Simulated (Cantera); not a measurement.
A perfectly stirred reactor is fed with CO : H₂ : O₂ : N₂ = 1 : 0.035 : 0.47 : 1.77 (molar parts), at 4.90 bar; it is adiabatic with a 700 K inlet, and is followed from long to short residence time, starting on the burning branch (τ in s: 0.036, 0.017, 0.0076, 0.0035, 0.0016, 0.00074, 0.00034, 0.00016, 7.1e-05, 3.3e-05, 1.5e-05, 6.9e-06, 3.2e-06).

Computed with Cantera and GRI-Mech 3.0 (53 species, 325 reactions). The hydrogen kinetics of GRI-Mech 3.0 are dated; newer H2 mechanisms differ, most at raised pressure.

Problem. What does this change do: O2 0.47 to 0.36 parts?

Solution. 
```json
[
 {"quantity": "blow-out, bracketed by the residence times tried", "before": "burning at 33.0 µs, out at 15.0 µs", "after": "burning at 33.0 µs, out at 15.0 µs"},
 {"quantity": "x(CO) at τ = 36.0 ms", "before": "0.0732", "after": "0.116"},
 {"quantity": "x(H₂) at τ = 36.0 ms", "before": "0.000421", "after": "0.000873"},
 {"quantity": "x(O₂) at τ = 36.0 ms", "before": "0.0157", "after": "0.00147"},
 {"quantity": "x(CO₂) at τ = 36.0 ms", "before": "0.276", "after": "0.240"},
 {"quantity": "x(N₂O) at τ = 36.0 ms", "before": "7.58e-7", "after": "1.93e-7"},
 {"quantity": "x(CO) at τ = 0.340 ms", "before": "0.116", "after": "0.148"},
 {"quantity": "x(H₂) at τ = 0.340 ms", "before": "0.000713", "after": "0.00111"},
 {"quantity": "x(O₂) at τ = 0.340 ms", "before": "0.0376", "after": "0.0173"},
 {"quantity": "x(CO₂) at τ = 0.340 ms", "before": "0.224", "after": "0.199"},
 {"quantity": "x(N₂O) at τ = 0.340 ms", "before": "1.45e-6", "after": "8.65e-7"}
]
```

Problem. What does this change do: pressure from 4.90 bar to 1.00 bar?

Solution. 
```
quantity                                                                      before                                after
------------------------------------------------  ----------------------------------  -----------------------------------
blow-out, bracketed by the residence times tried  burning at 33.0 µs, out at 15.0 µs  burning at 0.160 ms, out at 71.0 µs
x(CO) at τ = 36.0 ms                                                          0.0732                               0.0908
x(H₂) at τ = 36.0 ms                                                        0.000421                             0.000549
x(O₂) at τ = 36.0 ms                                                          0.0157                               0.0244
x(CO₂) at τ = 36.0 ms                                                          0.276                                0.254
x(N₂O) at τ = 36.0 ms                                                        7.58e-7                              3.41e-7
x(CO) at τ = 0.340 ms                                                          0.116                                0.165
x(H₂) at τ = 0.340 ms                                                       0.000713                             0.000908
x(O₂) at τ = 0.340 ms                                                         0.0376                               0.0570
x(CO₂) at τ = 0.340 ms                                                         0.224                                0.160
x(N₂O) at τ = 0.340 ms                                                       1.45e-6                              3.21e-7
```
